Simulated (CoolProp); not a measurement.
Fluorine along the isotherm 232 K: density (kg/m³) from the reference equation and from simpler models built on Tc = 144.4 K, pc = 5240 kPa, ω = 0.045; each cubic takes its own stable root.

Values from CoolProp's reference Helmholtz-energy equation of state, de Reuck 1990.

```csv
p (kPa),phase,reference,ideal gas,van der Waals,Redlich-Kwong,Soave-Redlich-Kwong,Peng-Robinson
2220,gas,45.03,43.73,45.38,45.16,44.95,45.38
4440,gas,92.71,87.46,94.33,93.17,92.27,93.97
6670,supercritical,143.0,131.4,147.4,144.1,141.9,145.7
8890,supercritical,194.9,175.1,203.9,197.1,193.0,199.6
11100,supercritical,248.1,218.6,263.2,251.4,244.7,254.7
13300,supercritical,302.0,262.0,323.4,306.0,296.5,310.2
15600,supercritical,358.2,307.3,384.5,362.5,349.8,367.7
17800,supercritical,410.6,350.6,438.6,414.9,399.3,421.4
20000,supercritical,460.5,394.0,487.1,465.0,446.8,473.0
```
